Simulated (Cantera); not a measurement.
Input: 1 mol HBr, 0.62 mol O₂, equilibrated at 10000 Pa.

Cantera equilibrium calculation (NASA polynomials, part measured and part estimated; ideal gas, pure solids and liquids). Candidate condensed phases: Br₂, H₂O; 12 gas species. Kinetics and transport are ignored. All values below are at 2452 °C.

Base state: Br 0.459, O₂ 0.172, H₂O 0.165, OH 0.0599, O 0.0526, HBr 0.0426, H 0.0282, H₂ 0.0204 (mole fractions); condensed: gas only.

Q: What changes in the equilibrium state with this change: O₂ from 0.62 to 1.6 mol?

A: 
```tsv
species	before	after
O₂	0.172	0.400
Br	0.459	0.308
H₂O	0.165	0.107
H₂	0.0204	0.00862
HBr	0.0426	0.0186
H	0.0282	0.0183
O	0.0526	0.0802
OH	0.0599	0.0594
Br₂	0.000162	7.31e-5
HO₂	1.53e-5	2.31e-5
```
